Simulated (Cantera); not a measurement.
Charge: 1 mol B₂O₃, 2.7 mol SiCl₄, 0.96 mol O₂, held at 1125 K and 10.0 mbar.

These are equilibrium values from Cantera (NASA tables, ideal gas, pure condensed phases), not measurements of a reactor. Candidate condensed phases: B, B₂O₃, Si, SiO₂; 27 gas species. The tables' values for BOCl are old estimates; treat these amounts as uncertain. Kinetics and transport are ignored.

Base state: Cl₂ 0.463, BCl₃ 0.337, SiCl₄ 0.135, B₃O₃Cl₃ 0.0508, Cl 0.0140, BOCl 9.50e-5 (mole fractions); condensed: SiO₂(β-quartz).

Problem. What changes in the equilibrium state with this change: temperature from 1125 K to 875 K?

Solution. 
```tsv
species	before	after
Cl₂	0.463	0.487
BCl₃	0.337	0.249
SiCl₄	0.135	0.225
Cl	0.0140	0.000321
B₃O₃Cl₃	0.0508	0.0392
BOCl	9.50e-5	9.23e-8
SiO₂(β-quartz), mol	2.15	1.81
B₂O₃(l), mol	0	0.277
```
Condensed phases not in the tables: borates and borosilicate glass, alloys, solid solutions and most ternary compounds.
